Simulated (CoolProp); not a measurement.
R236EA along the isobar 6 MPa: density (kg/m³) from the reference equation and from simpler models built on Tc = 412.4 K, pc = 3.414 MPa, ω = 0.368; each cubic takes its own stable root.

Values from CoolProp's reference Helmholtz-energy equation of state, Rui 2013.

```json
[
 {"T (K)": "313", "phase": "liquid", "reference": "1404", "Redlich-Kwong": "1228", "Soave-Redlich-Kwong": "1289"},
 {"T (K)": "325.4", "phase": "liquid", "reference": "1365", "Redlich-Kwong": "1190", "Soave-Redlich-Kwong": "1250"},
 {"T (K)": "337.8", "phase": "liquid", "reference": "1324", "Redlich-Kwong": "1150", "Soave-Redlich-Kwong": "1208"},
 {"T (K)": "350.1", "phase": "liquid", "reference": "1281", "Redlich-Kwong": "1107", "Soave-Redlich-Kwong": "1162"},
 {"T (K)": "362.5", "phase": "liquid", "reference": "1234", "Redlich-Kwong": "1061", "Soave-Redlich-Kwong": "1111"},
 {"T (K)": "374.9", "phase": "liquid", "reference": "1183", "Redlich-Kwong": "1012", "Soave-Redlich-Kwong": "1054"},
 {"T (K)": "387.3", "phase": "liquid", "reference": "1126", "Redlich-Kwong": "958.9", "Soave-Redlich-Kwong": "991.2"},
 {"T (K)": "399.6", "phase": "liquid", "reference": "1061", "Redlich-Kwong": "900.9", "Soave-Redlich-Kwong": "920.0"},
 {"T (K)": "412", "phase": "liquid", "reference": "982.6", "Redlich-Kwong": "836.1", "Soave-Redlich-Kwong": "836.8"}
]
```
